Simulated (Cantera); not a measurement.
Thermodynamics of carbothermic reduction, feed Fe2O3 + C + H2

Charge: 1 mol Fe2O3, 4.8 mol C, 8.9 mol H2, held at 0.660 bar.

Method: chemical equilibrium by Gibbs-energy minimisation in Cantera with the NASA 1993 tables (ideal gas, pure condensed phases). Candidate condensed phases: C, C6H6, C7H8, C8H18, Fe, Fe(CO)5, FeO, Fe(OH)2, Fe(OH)3, Fe2O3, Fe3O4, H2O; 114 gas species. Iron dissolves carbon and melts from about 1420 K in contact with it, which pure phases cannot show. Condensed phases not in the tables: cementite and carbon dissolved in iron. The numbers say what is thermodynamically allowed, not how fast it happens.

```
T (°C)  log p H2  log p CO  log p Fe  log p H  log p C2H2 (acetylene)  n C(graphite)  n Fe(δ)  n Fe(l)
------  --------  --------  --------  -------  ----------------------  -------------  -------  -------
1527       -0.31     -0.78     -4.53    -3.60                   -4.06           1.79     2.00        0
1577       -0.31     -0.78     -4.23    -3.42                   -3.89           1.79        0     2.00
1627       -0.31     -0.78     -3.95    -3.25                   -3.73           1.79        0     2.00
1677       -0.31     -0.78     -3.69    -3.09                   -3.57           1.79        0     2.00
1727       -0.31     -0.78     -3.44    -2.94                   -3.42           1.78        0     1.99
1777       -0.31     -0.78     -3.20    -2.80                   -3.28           1.78        0     1.99
1827       -0.31     -0.78     -2.98    -2.66                   -3.15           1.77        0     1.98
1877       -0.31     -0.78     -2.76    -2.53                   -3.02           1.76        0     1.97
1927       -0.31     -0.78     -2.56    -2.41                   -2.90           1.75        0     1.95
1977       -0.32     -0.78     -2.36    -2.29                   -2.79           1.74        0     1.92
2027       -0.32     -0.79     -2.18    -2.17                   -2.68           1.72        0     1.88
2077       -0.32     -0.79     -2.00    -2.07                   -2.58           1.70        0     1.82
2127       -0.33     -0.79     -1.83    -1.96                   -2.48           1.68        0     1.73
2177       -0.34     -0.80     -1.67    -1.86                   -2.40           1.65        0     1.60
```
log p: log10 of the partial pressure in bar; n: condensed amount in mol.

At 1527 °C the condensed part is C(graphite) + Fe(δ). From 1577 °C to 2177 °C the condensed part is C(graphite) + Fe(l). The main Fe-bearing gas is Fe throughout. The share of Fe in condensed phases is highest at 1527 °C (100.0 %) and lowest at 2177 °C (79.8 %).
